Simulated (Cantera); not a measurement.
Charge: 1 mol SiH₄, 37 mol N₂O, 0.71 mol O₂, equilibrated at 130 Pa.

Cantera equilibrium calculation (NASA polynomials, part measured and part estimated; ideal gas, pure solids and liquids). Candidate condensed phases: H₂O, Si, SiO₂, Si₂N₂O, Si₃N₄; 35 gas species. The tables hold silica as quartz up to 1696 K and as liquid above; real silica turns to tridymite and cristobalite and melts near 1996 K. Kinetics and transport are ignored.

log p: log10 of the partial pressure in bar; n: condensed amount in mol.

| T (°C) | log p N₂ | log p O₂ | log p H₂O | log p NO | log p OH | log p O | n SiO₂(α-quartz) | n SiO₂(β-quartz) | n SiO₂(condensed) |
|---|---|---|---|---|---|---|---|---|---|
| 477 | -3.07 | -3.40 | -4.33 | -8.94 | -12.11 | <-14 | 1.00 | 0 | 0 |
| 627 | -3.07 | -3.40 | -4.33 | ? | ? | ? | 0 | 1.00 | 0 |
| 777 | -3.07 | -3.40 | -4.33 | -7.12 | -8.88 | -10.87 | 0 | 1.00 | 0 |
| 927 | -3.07 | -3.40 | -4.33 | -6.55 | -7.87 | -9.30 | 0 | 1.00 | 0 |
| 1077 | -3.07 | -3.40 | -4.34 | -6.11 | -7.08 | -8.07 | 0 | 1.00 | 0 |
| 1227 | -3.07 | -3.40 | -4.34 | ? | ? | ? | 0 | 1.00 | 0 |
| 1377 | -3.07 | -3.40 | -4.34 | -5.47 | -5.94 | -6.29 | 0 | 1.000 | 0 |
| 1527 | -3.07 | -3.41 | -4.35 | -5.23 | -5.52 | -5.62 | 0 | 0 | 1.000 |

Q: What belongs in the gaps?

A: 
- 627, log p NO: -7.88
- 627, log p OH: -10.23
- 627, log p O: -12.97
- 1227, log p NO: -5.76
- 1227, log p OH: -6.46
- 1227, log p O: -7.09
